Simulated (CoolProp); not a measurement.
Vapour-liquid equilibrium of carbon dioxide (1) + n-pentane (2) at 276.5 K; x and y are mole fractions of (1).

Model: multi-fluid Helmholtz-energy mixture model, Span 1996 and Thol 2019; pair parameters Kunz 2012, in CoolProp.

| x | bubble pressure, mixture model (bar) | bubble pressure, Raoult's law (bar) | y, mixture model | y, Raoult's law |
|---|---|---|---|---|
| 0.05 | 2.569 | 2.172 | 0.887 | 0.876 |
| 0.125 | 6.297 | 5.004 | 0.953 | 0.950 |
| 0.2 | 10.08 | 7.836 | ? | 0.971 |
| 0.275 | 13.61 | 10.67 | 0.976 | 0.981 |
| 0.35 | 16.72 | 13.50 | ? | 0.986 |
| 0.425 | 19.34 | 16.33 | 0.983 | 0.990 |
| 0.5 | 21.52 | 19.16 | 0.984 | 0.993 |
| 0.575 | 23.40 | 22.00 | 0.986 | 0.995 |
| 0.65 | 25.17 | 24.83 | 0.987 | 0.996 |
| 0.725 | ? | 27.66 | ? | 0.997 |
| 0.8 | 29.20 | 30.49 | 0.990 | 0.998 |
| 0.875 | 31.88 | 33.32 | 0.993 | 0.999 |
| 0.95 | 35.28 | 36.16 | 0.997 | 1.000 |

Q: Some entries are withheld; supply them.

A: 
- 0.2, y, mixture model: 0.969
- 0.35, y, mixture model: 0.980
- 0.725, bubble pressure, mixture model (bar): 27.03
- 0.725, y, mixture model: 0.988

The largest gap from Raoult's law is +28.6 % in bubble pressure, at x = 0.2. No azeotrope shows between x = 0.05 and 0.95.

Pair parameters are fitted to limited data, so mixtures are less certain than the pure fluids. The gap from Raoult's law changes sign with composition, which may be real or a fault of the pair parameters; it wasn't checked against measurements.
